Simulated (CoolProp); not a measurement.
Model: reference Helmholtz-energy equation of state, Lemmon 2013, in CoolProp.

### Question
For propylene, give the phase and the Joule-Thomson coefficient (K/MPa), conductivity (mW/(m K)), fugacity coefficient at 375 K and 0.836 MPa; 400 K and 0.836 MPa; 475 K and 0.836 MPa.

### Answer
- 375 K and 0.836 MPa: gas; Joule-Thomson coefficient 9.32, conductivity 26.8, fugacity coefficient 0.943
- 400 K and 0.836 MPa: gas; Joule-Thomson coefficient 7.72, conductivity 30.0, fugacity coefficient 0.954
- 475 K and 0.836 MPa: gas; Joule-Thomson coefficient 4.80, conductivity 40.4, fugacity coefficient 0.974

Thermal conductivity comes from a separate model (Huber 2003), an estimate that may be off by 10 % or more.
